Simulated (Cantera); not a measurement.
A diamond (100) surface in a fixed gas of H2 with x(CH4) = 0.025, x(CH3) = 0.00025, at 1398 K, 0.0140 bar; coverages are run to steady state.

Model: the Harris–Goodwin 1993 mechanism for the reconstructed diamond (100) surface, integrated in Cantera.

One state of this run: growth (µm/h) = 0.0437; θ c6HH = 0.438; θ c6H* = 0.0527; θ c6*H = 0.483; θ c6** = 0.0256. θ: site fractions in the mechanism's names (c6HH fully hydrogenated, c6H* and c6*H radical sites, c6** diradical, c6HM methylated).

Q: Which value of x(H) does it belong to?
(A) 0.00026
(B) 0.03
(C) 0.077
(D) 0.00067

A: D, 0.00067
